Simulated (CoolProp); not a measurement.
A Linde-Hampson liquefier for carbon monoxide: isothermal reversible compression at 250 K from 1 atm to 40 MPa, throttling to 1 atm, return gas leaving the recuperator 10 K below the feed. Each further row changes one setting.

The numbers come from the reference Helmholtz-energy equation of state, Lemmon 2006 in CoolProp. It is a short technical equation, of lower accuracy than the large ones.

```
case                        liquid yield per pass  compression work (kJ/kg of gas)
--------------------------  ---------------------  -------------------------------
as stated                                       ?                              440
high pressure 80 MPa                            ?                                ?
warm-end temperature 280 K                      ?                                ?
warm-end gap 15 K                               ?                              440
```

**Question.** Fill in the missing entries.

**Answer.** 
- as stated, liquid yield per pass: 0.149
- high pressure 80 MPa, liquid yield per pass: 0.101
- high pressure 80 MPa, compression work (kJ/kg of gas): 517
- warm-end temperature 280 K, liquid yield per pass: 0.106
- warm-end temperature 280 K, compression work (kJ/kg of gas): 500
- warm-end gap 15 K, liquid yield per pass: 0.137
